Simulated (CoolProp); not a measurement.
C2F6 (R116) at several states: fugacity coefficient from the reference equation and from simpler models built on Tc = 19.9 °C, pc = 3.048 MPa, ω = 0.257; each cubic takes its own stable root.

Computed with CoolProp (reference Helmholtz-energy equation of state, Lemmon 2006). It is a short technical equation, of lower accuracy than the large ones.

```tsv
T (°C)	p (MPa)	phase	reference
-61.65	1.48	liquid	0.1514
89.15	0.0359	gas	0.9981
134.15	0.0445	gas	0.9985
51.65	4.16	supercritical	0.6984
-16.55	4.13	liquid	0.2614
```

### Question
How far does each simpler model (van der Waals, Redlich-Kwong, Soave-Redlich-Kwong) lie from the reference over these 5 states: mean and median of the absolute difference, and the worst?

### Answer
- van der Waals: mean 47.6 %, median 1.7 %, worst +187.9 % at -61.65 °C and 1.48 MPa
- Redlich-Kwong: mean 13.3 %, median 2.7 %, worst +47.8 % at -61.65 °C and 1.48 MPa
- Soave-Redlich-Kwong: mean 0.8 %, median 0.3 %, worst +2.6 % at -16.55 °C and 4.13 MPa
